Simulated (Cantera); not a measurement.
Charge: 1 mol SiH2Cl2, 1.4 mol H2O, 73 mol N2, 2.1 mol O2, at 1250 °C and 10.0 Torr.

Equilibrium computed with Cantera from the NASA thermochemical tables; the gas is ideal and each condensed phase is pure. Candidate condensed phases: H2O, NH4Cl, Si, SiO2, Si2N2O, Si3N4; 47 gas species. The tables hold silica as quartz up to 1696 K and as liquid above; real silica turns to tridymite and cristobalite and melts near 1996 K. The numbers say what is thermodynamically allowed, not how fast it happens.

Base state: N2 0.941, HCl 0.0238, H2O 0.0190, O2 0.0135, Cl 0.00200, NO 0.000378, OH 6.16e-5, Cl2 1.15e-5 (mole fractions); condensed: SiO2(β-quartz).

### Question
What changes in the equilibrium state with this change: temperature from 1250 °C to 725 °C?

### Answer
```
species                before     after
-------------------  --------  --------
N2                      0.941     0.942
HCl                    0.0238    0.0254
H2O                    0.0190    0.0183
Cl                    0.00200   4.22e-5
O2                     0.0135    0.0141
OH                    6.16e-5   7.09e-8
NO                   0.000378   8.68e-6
Cl2                   1.15e-5  0.000167
SiO2(β-quartz), mol      1.00      1.00
```

### Question
What changes in the equilibrium state with this change: temperature from 1250 °C to 1502 °C?

### Answer
| species | before | after |
|---|---|---|
| N2 | 0.941 | 0.940 |
| HCl | 0.0238 | 0.0209 |
| H2O | 0.0190 | 0.0202 |
| Cl | 0.00200 | 0.00490 |
| O2 | 0.0135 | 0.0123 |
| H | 3.82e-7 | 2.05e-5 |
| H2 | 3.64e-6 | 6.71e-5 |
| O | 5.55e-6 | 9.21e-5 |
| SiO2(β-quartz), mol | 1.00 | 0 |
| SiO2(condensed), mol | 0 | 1.000 |
